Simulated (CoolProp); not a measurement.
Dodecamethylpentasiloxane (MD3M) along the isotherm 346.85 °C: density (kg/m³) from the reference equation and from simpler models built on Tc = 354.9 °C, pc = 9.540 bar, ω = 0.730; each cubic takes its own stable root.

Values from CoolProp's reference Helmholtz-energy equation of state, Thol 2019.

| p (bar) | phase | reference |
|---|---|---|
| 2.98 | gas | 25.62 |
| 5.96 | gas | 63.58 |
| 8.94 | liquid | 417.4 |
| 11.9 | liquid | 456.7 |
| 14.9 | liquid | 476.4 |
| 17.9 | liquid | 490.2 |
| 20.9 | liquid | 501.0 |
| 23.8 | liquid | 509.8 |

How far does each simpler model (van der Waals, Redlich-Kwong, Soave-Redlich-Kwong, Peng-Robinson) lie from the reference over these 8 states: mean and median of the absolute difference, and the worst?


- van der Waals: mean 30.8 %, median 32.6 %, worst -68.0 % at 346.85 °C and 8.94 bar
- Redlich-Kwong: mean 15.5 %, median 16.1 %, worst -31.6 % at 346.85 °C and 8.94 bar
- Soave-Redlich-Kwong: mean 13.4 %, median 14.7 %, worst -23.7 % at 346.85 °C and 8.94 bar
- Peng-Robinson: mean 5.8 %, median 4.9 %, worst -15.2 % at 346.85 °C and 8.94 bar
